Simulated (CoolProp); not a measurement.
Octamethylcyclotetrasiloxane (D4) at several states: fugacity coefficient from the reference equation and from simpler models built on Tc = 313.4 °C, pc = 13.47 bar, ω = 0.598; each cubic takes its own stable root.

The numbers come from the reference Helmholtz-energy equation of state, Thol 2015 in CoolProp.

| T (°C) | p (bar) | phase | reference |
|---|---|---|---|
| 201.55 | 7.78 | liquid | 0.2278 |
| 166.45 | 21.2 | liquid | 0.04354 |
| 31.15 | 7.45 | liquid | 0.0003089 |
| 64.05 | 0.232 | liquid | 0.06906 |

**Question.** How far does each simpler model (van der Waals, Peng-Robinson) lie from the reference over these 4 states: mean and median of the absolute difference, and the worst?

**Answer.** 
- van der Waals: mean 6213.8 %, median 843.7 %, worst +23011.0 % at 31.15 °C and 7.45 bar
- Peng-Robinson: mean 11.9 %, median 7.8 %, worst +31.5 % at 31.15 °C and 7.45 bar

At some of these states van der Waals gives the other phase, because its saturation line lies elsewhere.
